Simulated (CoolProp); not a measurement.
Carbonyl sulfide at several states: fugacity coefficient from the reference equation and from simpler models built on Tc = 378.8 K, pc = 6.369 MPa, ω = 0.098; each cubic takes its own stable root.

Model: reference Helmholtz-energy equation of state, Lemmon 2006, in CoolProp. It is a short technical equation, of lower accuracy than the large ones.

```
T (K)  p (MPa)          phase  reference
-----  -------  -------------  ---------
606.4   0.0686            gas     0.9993
186.3     0.11         liquid     0.1142
610.2    0.867            gas     0.9910
460.3     9.43  supercritical     0.7511
```

Q: How far does each simpler model (van der Waals, Redlich-Kwong, Soave-Redlich-Kwong, Peng-Robinson) lie from the reference over these 4 states: mean and median of the absolute difference, and the worst?

A: 
- van der Waals: mean 188.8 %, median 1.0 %, worst +753.2 % at 186.3 K and 0.11 MPa
- Redlich-Kwong: mean 2.6 %, median 0.6 %, worst -9.2 % at 186.3 K and 0.11 MPa
- Soave-Redlich-Kwong: mean 0.7 %, median 0.4 %, worst -1.9 % at 186.3 K and 0.11 MPa
- Peng-Robinson: mean 2.4 %, median 1.7 %, worst +6.0 % at 186.3 K and 0.11 MPa

At some of these states van der Waals gives the other phase, because its saturation line lies elsewhere.
